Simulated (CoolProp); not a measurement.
Model: reference Helmholtz-energy equation of state, Zhou 2011, in CoolProp.

Question: For dimethyl carbonate, give the phase and the speed of sound (m/s) at 318.25 °C and 2.53 MPa; 111.55 °C and 1.82 MPa; 226.85 °C and 0.14 MPa.

Answer: 
- 318.25 °C and 2.53 MPa: gas; speed of sound 205
- 111.55 °C and 1.82 MPa: liquid; speed of sound 872
- 226.85 °C and 0.14 MPa: gas; speed of sound 218
